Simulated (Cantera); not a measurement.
Charge: 1 mol B2O3, 0.13 mol H2O, held at 100 Torr.

Method: chemical equilibrium by Gibbs-energy minimisation in Cantera with the NASA 1993 tables (ideal gas, pure condensed phases). Candidate condensed phases: B, B2O3, B3O3H3, H2O; 23 gas species. Gases not in the tables: H3BO3. Equilibrium is a limit: real reactors are often held back by kinetics, nucleation or transport.

Question: Which condensed phases are stable at each of these points (T (K)): 1600, 1650, 1700, 1750, 1800, 1850, 1900, 1950, 2000, 2050, 2100, 2150?

Answer: 
| T (K) | condensed phases | B condensed (%) |
|---|---|---|
| 1600 | B2O3(l) | 99.0 |
| 1650 | B2O3(l) | 98.5 |
| 1700 | B2O3(l) | 97.9 |
| 1750 | B2O3(l) | 97.0 |
| 1800 | B2O3(l) | 95.8 |
| 1850 | B2O3(l) | 94.2 |
| 1900 | B2O3(l) | 91.7 |
| 1950 | B2O3(l) | 87.8 |
| 2000 | B2O3(l) | 80.6 |
| 2050 | B2O3(l) | 61.6 |
| 2100 | gas only | 0.0 |
| 2150 | gas only | 0.0 |

From 1600 K to 2050 K the condensed part is B2O3(l). From 2100 K to 2150 K nothing is condensed.
